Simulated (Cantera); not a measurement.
## Premixed flame

A freely propagating, adiabatic, planar premixed flame of 43.6 % H2, 9.90 % O2, 37.3 % N2, 9.16 % H2O, unburnt at 623 K and 100000 Pa; mixture-averaged transport, grid criteria slope 0.08 and curve 0.16, no radiation.

Detailed kinetics in Cantera: the H2/O2 subset of GRI-Mech 3.0, which has no nitrogen chemistry. Burning velocities carry a grid error of a few per cent, more on coarse grids.

```
z (mm)  T (K)  u (m/s)   x H2      x O2   x H2O      x OH       x H       x O
------  -----  -------  -----  --------  ------  --------  --------  --------
-1.29     623     8.17  0.436    0.0990  0.0916     <1e-8     <1e-8     <1e-8
-0.857    623     8.17  0.436    0.0990  0.0916     <1e-8     <1e-8     <1e-8
-0.643    623     8.17  0.436    0.0990  0.0916     <1e-8     <1e-8     <1e-8
-0.429    623     8.17  0.436    0.0991  0.0916     <1e-8   1.06e-7     <1e-8
-0.214    649     8.46  0.432    0.0989  0.0936   6.16e-5  0.000262   1.23e-5
-0.107    844     10.8  0.404    0.0929   0.113  0.000514   0.00594  0.000227
0        1190     14.8  0.330    0.0648   0.177   0.00148    0.0329   0.00182
0.107    1441     17.8  0.254    0.0228   0.260   0.00304    0.0623   0.00241
0.214    1557     19.1  0.228   0.00550   0.294   0.00356    0.0691   0.00143
0.429    1659     20.3  0.227  0.000799   0.305   0.00383    0.0614  0.000871
0.857    1760     21.3  0.235  0.000356   0.309   0.00376    0.0478  0.000602
1.71     1855     22.3  0.243  0.000203   0.312   0.00329    0.0344  0.000354
3.43     1934     23.1  0.250   9.72e-5   0.315   0.00254    0.0229  0.000174
```
x: mole fraction of selected species; z is measured from the peak of heat release.

```yaml
laminar_burning_velocity: 817 cm/s
thermal_thickness: 0.429 mm
peak x(OH): 0.00386
peak x(H): 0.0691
peak x(O): 0.00259
grid_points: 115
```
